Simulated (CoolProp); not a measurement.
R134a along the isobar 772 kPa: fugacity coefficient from the reference equation and from simpler models built on Tc = 374.2 K, pc = 4059 kPa, ω = 0.327; each cubic takes its own stable root.

The numbers come from the reference Helmholtz-energy equation of state, Tillner-Roth 1994 in CoolProp.

```
T (K)   phase  reference  Redlich-Kwong  Soave-Redlich-Kwong
-----  ------  ---------  -------------  -------------------
274.8  liquid     0.3748         0.6160               0.3828
286.8  liquid     0.5464         0.8258               0.5604
298.8  liquid     0.7638         0.8791               0.7855
310.8     gas     0.8689         0.8916               0.8818
322.8     gas     0.8860         0.9025               0.8952
334.8     gas     0.9003         0.9120               0.9068
346.9     gas     0.9123         0.9204               0.9171
358.9     gas     0.9225         0.9278               0.9260
370.9     gas     0.9312         0.9343               0.9339
382.9     gas     0.9388         0.9400               0.9409
394.9     gas     0.9453         0.9452               0.9471
406.9     gas     0.9510         0.9498               0.9526
419       gas     0.9560         0.9540               0.9575
431       gas     0.9604         0.9577               0.9619
443       gas     0.9643         0.9611               0.9659
455       gas     0.9677         0.9641               0.9694
```

At some of these states Redlich-Kwong gives the other phase, because its saturation line lies elsewhere.
